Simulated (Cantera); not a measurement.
A Cantera script and what it prints.

```python
import numpy as np
import cantera as ct

gas_names = [...]  # 87 gases of nasa_gas.yaml made of C, H, Si
cond_names = """
    C(gr) C6H6(L) C7H8(L) C8H18(L),n-octa Si(cr) Si(L) SiC(b)
""".split()


# ... load() reads the species with a 1 bar reference pressure and builds the phases ...
atoms = {
    'Si(CH3)4': {'Si': 1, 'C': 4, 'H': 12},
    'C3H8': {'C': 3, 'H': 8},
    'H2': {'H': 2},
}
top_T = {'C(gr)': 4500, 'SiC(b)': 3050}  # K; cautious upper limits of use, not melting points


# ... equilibrate(T, P, feed) seeds the gas with the atoms and calls Mixture.equilibrate('TP', solver="vcs", rtol=1e-11, max_steps=5000) ...
results = []
feed = {'Si(CH3)4': 1, 'C3H8': 0.03, 'H2': 170}  # mol
P = 13332.2  # Pa
for T in [1848, 1948, 2048, 2148, 2248, 2348, 2448]:
    mix = equilibrate(T, P, feed)
    results.append((T, P, feed, dict(zip(mix.species_names, mix.species_moles))))

top = {s: max(r[3][s] / sum(r[3][g] for g in gas_names) for r in results) for s in gas_names}
cols = sorted((s for s in top if top[s] > 1e-05), key=lambda s: -top[s])[:7]
seen = [c for c in cond_names if any(r[3].get(c, 0) > 1e-12 for r in results)]
print("log10 of partial pressures in bar; condensed amounts in mol")
print(f"{'T/K':>10s}" + "".join(f"{s[:9]:>10s}" for s in cols + seen))
for T, P, feed, n in results:
    ng = sum(n[g] for g in gas_names)
    print(f"{T:10.4g}" + "".join(f"{np.log10(max(n[s] / ng * P / 1e5, 1e-99)):10.3f}" for s in cols)
          + "".join(f"{n.get(c, 0):10.4g}" for c in seen))
```

Output:

```
log10 of partial pressures in bar; condensed amounts in mol
       T/K        H2         H C2H2,acet        Si      SiC2       SiH      Si2C     C(gr)    SiC(b)
      1848    -0.876    -3.713    -4.465    -6.728    -8.446    -7.167    -8.594     2.984    0.9994
      1948    -0.877    -3.385    -4.145    -5.981    -7.472    -6.533    -7.641      2.89    0.9975
      2048    -0.878    -3.089    -3.858    -5.307    -6.596    -5.963    -6.784     2.721    0.9897
      2148    -0.881    -2.821    -3.599    -4.698    -5.803    -5.447    -6.009     2.445    0.9601
      2248    -0.886    -2.577    -3.365    -4.143    -5.083    -4.979    -5.305     2.041    0.8572
      2348    -0.893    -2.355    -3.156    -3.636    -4.425    -4.554    -4.663     1.534    0.5235
      2448    -0.905    -2.153    -2.968    -3.322    -3.975    -4.318    -4.378    0.7643         0
```

Cantera equilibrium calculation (NASA polynomials, part measured and part estimated; ideal gas, pure solids and liquids). Gases not in the tables: Si2H6 and higher silanes.
